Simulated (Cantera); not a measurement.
An isothermal, constant-pressure homogeneous reactor starts with N₂O : O₂ = 1 : 0.29 (molar parts), at 1225 K and 15.8 Torr. Integrator tolerance rtol = 1e-08.

Detailed kinetics in Cantera: GRI-Mech 3.0 (53 species, 325 reactions). GRI-Mech 3.0 was tuned for natural gas; its chemistry of N2O as a main component is partial and can be far from experiment. Radical loss at walls, strong at low pressure, is not modelled. The mechanism lacks the step 2 NO + O2 → 2 NO2, which can matter for NO2 below about 1400 K. The temperature is held fixed by assumption; the heat of reaction is taken as removed at once.

```json
[
 {"quantity": "x(N₂O) at 100 s", "before": "0.0758 (gas-phase equilibrium 2.44e-9)", "after": "4.86e-7 (gas-phase equilibrium 2.06e-8)"},
 {"quantity": "x(O₂) at 100 s", "before": "0.391 (gas-phase equilibrium 0.441)", "after": "0.419 (gas-phase equilibrium 0.441)"},
 {"quantity": "x(O) at 100 s", "before": "2.49e-6 (gas-phase equilibrium 1.94e-7)", "after": "2.24e-8 (gas-phase equilibrium 2.30e-8)"},
 {"quantity": "x(NO) at 100 s", "before": "0.0576 (gas-phase equilibrium 0.000289)", "after": "0.0421 (gas-phase equilibrium 0.000289)"},
 {"quantity": "x(NO₂) at 100 s", "before": "2.53e-5 (gas-phase equilibrium 9.10e-7)", "after": "0.00109 (gas-phase equilibrium 7.69e-6)"},
 {"quantity": "x(N₂) at 100 s", "before": "0.475 (gas-phase equilibrium 0.559)", "after": "0.537 (gas-phase equilibrium 0.559)"}
]
```

Name the change that produced these shifts.
A. N2O 1 to 0.28 parts
B. pressure from 15.8 Torr to 10.00 Torr
C. temperature 1225 to 1500 K
D. pressure from 15.8 Torr to 1130 Torr

D, pressure from 15.8 Torr to 1130 Torr
